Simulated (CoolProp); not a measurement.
Properties of 1,2-dichloroethane along the isotherm 226.85 °C (Tc = 288.4 °C, pc = 5.226 MPa, ω = 0.269).

The numbers come from the reference Helmholtz-energy equation of state, Thol 2015 in CoolProp.

```json
[
 {"p (MPa)": "0.165", "phase": "gas", "density (kg/m³)": "3.992", "speed of sound (m/s)": "210.9"},
 {"p (MPa)": "0.243", "phase": "gas", "density (kg/m³)": "5.927", "speed of sound (m/s)": "209.5"},
 {"p (MPa)": "0.356", "phase": "gas", "density (kg/m³)": "8.786", "speed of sound (m/s)": "?"},
 {"p (MPa)": "0.523", "phase": "gas", "density (kg/m³)": "13.15", "speed of sound (m/s)": "204.3"},
 {"p (MPa)": "0.767", "phase": "gas", "density (kg/m³)": "19.83", "speed of sound (m/s)": "199.5"},
 {"p (MPa)": "1.13", "phase": "gas", "density (kg/m³)": "30.61", "speed of sound (m/s)": "191.8"},
 {"p (MPa)": "1.65", "phase": "gas", "density (kg/m³)": "48.41", "speed of sound (m/s)": "?"},
 {"p (MPa)": "2.43", "phase": "liquid", "density (kg/m³)": "868.9", "speed of sound (m/s)": "421.6"},
 {"p (MPa)": "3.56", "phase": "liquid", "density (kg/m³)": "?", "speed of sound (m/s)": "443.7"},
 {"p (MPa)": "5.23", "phase": "liquid", "density (kg/m³)": "891.2", "speed of sound (m/s)": "472.7"},
 {"p (MPa)": "7.67", "phase": "liquid", "density (kg/m³)": "906.9", "speed of sound (m/s)": "509.4"},
 {"p (MPa)": "11.3", "phase": "liquid", "density (kg/m³)": "?", "speed of sound (m/s)": "555.8"},
 {"p (MPa)": "16.5", "phase": "liquid", "density (kg/m³)": "948.8", "speed of sound (m/s)": "611.2"},
 {"p (MPa)": "24.3", "phase": "liquid", "density (kg/m³)": "975.9", "speed of sound (m/s)": "679.8"},
 {"p (MPa)": "35.6", "phase": "liquid", "density (kg/m³)": "1007", "speed of sound (m/s)": "760.7"},
 {"p (MPa)": "52.3", "phase": "liquid", "density (kg/m³)": "1042", "speed of sound (m/s)": "857.7"}
]
```

Problem. Some entries are withheld; supply them.

Solution. 
- 0.356, speed of sound (m/s): 207.5
- 1.65, speed of sound (m/s): 179.0
- 3.56, density (kg/m³): 878.7
- 11.3, density (kg/m³): 926.2
